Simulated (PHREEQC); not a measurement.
Consider water at 20 °C with 0.0018 mol/kgw (NH4)2CO3. Closed to the air; pH follows from the charge balance.

Model: ion-association model, phreeqc.dat, run in PHREEQC.

No solid was allowed to form.

### Question
Predict the pH.

### Answer
pH 9.33.

### Question
In which forms is N present?

### Answer
NH4+ 55 %, NH3 45 % of the N.

Complexes and solids missing from the database can't appear.
